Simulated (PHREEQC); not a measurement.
City or well water: an equilibrium model

Model water analysis in mg/kgw, 25 °C, pH 6.27, pe 11:

| constituent | mg/kgw |
|---|---|
| Na | 8.43 |
| K | 16.9 |
| Ca | 3.71 |
| Mg | 1.41 |
| Cl | 6.02 |
| S(6) as SO4 | 29.4 |
| Alkalinity as HCO3 | 17.8 |
| O(0) (dissolved oxygen) | 0.0915 |
| F | 0.0184 |
| Si as SiO2 | 0.165 |
| Zn | 0.0743 |

Valence states are taken as typed.

All values are PHREEQC results (ion-association model, phreeqc.dat), not measurements.

Each row changes one thing in this solution. Precipitation was switched off in this run.

```csv
case,CO2 (mol/kgw),Ca+2 (mol/kgw),CaSO4 (mol/kgw),MgSO4 (mol/kgw),Zn+2 (mol/kgw),KSO4- (mol/kgw),SI of Quartz (SiO2)
as made,0.000337,8.89e-5,3.35e-6,2.74e-6,1.05e-6,7.62e-7,-1.58
pH from 6.27 to 5.5 at the same alkalinity,[?],8.89e-5,3.35e-6,2.74e-6,1.05e-6,7.61e-7,-1.58
temperature from 25 to 10 °C at the same typed pH,0.000437,8.93e-5,3.02e-6,[?],1.05e-6,5.83e-7,-1.35
Ca from 3.71 to 11.1 mg/kgw,0.000335,[?],9.50e-6,2.60e-6,1.05e-6,7.33e-7,-1.58
Zn from 0.0743 to 0.0372 mg/kgw,0.000337,8.89e-5,3.35e-6,2.74e-6,5.24e-7,7.62e-7,-1.58
```

Some entries are withheld; supply them.


- pH from 6.27 to 5.5 at the same alkalinity, CO2 (mol/kgw): 0.00201
- temperature from 25 to 10 °C at the same typed pH, MgSO4 (mol/kgw): 1.87e-6
- Ca from 3.71 to 11.1 mg/kgw, Ca+2 (mol/kgw): 0.000267

At this temperature some constants are extrapolated from 25 °C, and those without enthalpy data are left unchanged. SiF6-2 is the database's only silicon fluoride.
